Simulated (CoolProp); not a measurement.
Aqueous ethanol as a coolant, at -16 °C, 1 atm.

Computed with CoolProp (Melinder's fits for secondary coolants).

```tsv
mass %	freezing point (°C)	density (kg/m³)	conductivity (W/(m K))	viscosity (mPa s)	cp (kJ/(kg K))
29.4	-19.6	972.2	0.390	18.5	4.115
35.6	-25.5	965.9	0.363	19.0	3.897
41.8	-31.1	957.0	0.338	18.1	3.685
48.1	-36.2	945.7	0.315	16.3	3.489
54.3	-40.7	932.8	0.293	14.0	3.306
```
